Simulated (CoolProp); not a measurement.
Saturation properties of CF4 (R14) (Tc = 227.4 K, pc = 3762 kPa, ω = 0.178).

Values from CoolProp's reference Helmholtz-energy equation of state, Platzer 1990. This equation is an older, rougher fit; its heat capacities, sound speeds and derivatives of the liquid may be far off and weren't checked against measurements.

| T (K) | p (kPa) | liquid density (kg/m³) | enthalpy of vaporisation (kJ/kg) | vapour Z | vapour viscosity (µPa s) |
|---|---|---|---|---|---|
| 178.9 | 669.5 | 1404 | 111.8 | 0.8573 | 11.4 |
| 182.3 | 776.8 | 1381 | 108.8 | 0.8408 | 11.7 |
| 185.6 | 892.6 | 1358 | 105.8 | 0.8236 | 12.0 |
| 188.9 | 1021 | 1334 | 102.6 | 0.8052 | 12.4 |
| 192.3 | 1166 | 1308 | 99.10 | 0.7849 | 12.8 |
| 195.6 | 1322 | 1281 | 95.45 | ___ | 13.2 |
| 198.9 | 1492 | 1253 | 91.54 | ___ | 13.6 |
| 202.2 | 1678 | 1223 | 87.31 | ___ | 14.1 |
| 205.6 | 1887 | 1190 | 82.55 | 0.6888 | 14.6 |
| 208.9 | 2109 | 1155 | 77.46 | 0.6596 | ___ |
| 212.2 | ___ | 1116 | ___ | 0.6272 | 16.0 |
| 215.6 | 2618 | ___ | 65.01 | 0.5894 | 16.9 |
| 218.9 | ___ | 1019 | 57.20 | 0.5465 | 18.1 |

**Question.** Some entries are withheld; supply them.

**Answer.** 
- 195.6, vapour Z: 0.7637
- 198.9, vapour Z: 0.7409
- 202.2, vapour Z: 0.7163
- 208.9, vapour viscosity (µPa s): 15.3
- 212.2, p (kPa): 2349
- 212.2, enthalpy of vaporisation (kJ/kg): 71.75
- 215.6, liquid density (kg/m³): 1071
- 218.9, p (kPa): 2902

It boils at 145.1 K under 1 atm.

Viscosity comes from a separate model (Huber 2003), an estimate that may be off by 10 % or more.
